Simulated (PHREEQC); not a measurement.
A solution holds 4.1 mol MgCl2, 0.0037 mol Na2B4O7 and 0.35 mol KBr per kg of water, at 25 °C. Closed to the air; pH follows from the charge balance.

Model: Pitzer model, pitzer.dat, run in PHREEQC.

| quantity | before | after |
|---|---|---|
| pH | 5.54 | 5.62 |
| MgOH+ (mol/kgw) | 0.000226 | 0.000482 |
| SI of Bischofite (MgCl2:6H2O) | -1.25 | -1.27 |
| SI of MgCl2_4H2O (MgCl2:4H2O) | -3.11 | -3.07 |

Question: Name the change that produced these shifts.
(A) temperature from 25 to 35 °C
(B) MgCl2 from 4.1 to 0.41 mol/kgw
(C) MgCl2 from 4.1 to 2.05 mol/kgw
(D) KBr left out
(E) Na2B4O7 left out

Answer: A, temperature from 25 to 35 °C

Precipitation was switched off in this run. In brines, pH and single-ion activities rest on the MacInnes convention.
